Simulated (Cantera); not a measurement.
A closed system holds: 1 mol BF₃, 0.49 mol N₂, 0.31 mol H₂, 0.23 mol O₂, at 21.0 Pa.

These are equilibrium values from Cantera (NASA tables, ideal gas, pure condensed phases), not measurements of a reactor. Candidate condensed phases: B, BN, B₂O₃, B₃O₃H₃, H₂O; 62 gas species. Kinetics and transport are ignored.

x: gas mole fraction; nothing condenses.

```tsv
T (K)	x BF₃	x HF	x N₂	x BOF	x H₂O	x O₂	x B₃O₃F₃
973	0.391	0.239	0.250	0.00527	0.0383	0.0383	0.0380
1023	0.380	0.250	0.248	0.0158	0.0312	0.0379	0.0362
1073	0.367	0.258	0.243	0.0401	0.0242	0.0372	0.0292
1123	0.350	0.263	0.235	0.0818	0.0167	0.0360	0.0159
1173	0.332	0.269	0.228	0.120	0.00933	0.0349	0.00413
1223	0.323	0.276	0.226	0.135	[?]	0.0345	[?]
1273	0.319	0.280	0.225	0.140	[?]	0.0344	[?]
1323	0.317	0.282	0.224	0.141	0.000826	0.0343	1.14e-5
1373	0.316	0.283	0.224	0.141	0.000385	0.0343	1.90e-6
1423	0.316	0.283	0.224	0.142	0.000189	0.0342	3.57e-7
1473	0.316	0.284	0.224	0.142	9.67e-5	0.0342	7.52e-8
```

Question: Some entries are withheld; supply them.

Answer: 
- 1223, x H₂O: 0.00426
- 1223, x B₃O₃F₃: 0.000591
- 1273, x H₂O: 0.00185
- 1273, x B₃O₃F₃: 7.79e-5
